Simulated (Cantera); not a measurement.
A closed system holds: 1 mol C₂H₄, 0.0084 mol O₂, 1.7 mol H₂O, equilibrated at 0.0100 bar.

Cantera equilibrium calculation (NASA polynomials, part measured and part estimated; ideal gas, pure solids and liquids). Candidate condensed phases: C, C₆H₆, C₇H₈, C₈H₁₈, H₂O; 110 gas species. Equilibrium is a limit: real reactors are often held back by kinetics, nucleation or transport.

At 1075 K, list the 4 most abundant gas species with their mole fractions, and the condensed phases.

H₂ 0.683, CO 0.317, H₂O 0.000273, CH₄ 0.000210. Condensed: C(graphite).
